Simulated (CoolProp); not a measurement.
Vapour-liquid equilibrium of toluene (1) + m-xylene (2) at 0.886 MPa; x and y are mole fractions of (1).

Model: multi-fluid Helmholtz-energy mixture model, Lemmon 2006 and Zhou 2012; pair parameters Bell 2016, in CoolProp.

Problem. Give the bubble temperature and the first vapour's composition at x = 0.25, 0.45, 0.65. Is there an azeotrope?

Solution. x = 0.25: 232.9 °C, y = 0.345; x = 0.45: 225.3 °C, y = 0.565; x = 0.65: 218.8 °C, y = 0.744. No azeotrope shows between x = 0.05 and 0.95.

Pair parameters are fitted to limited data, so mixtures are less certain than the pure fluids.
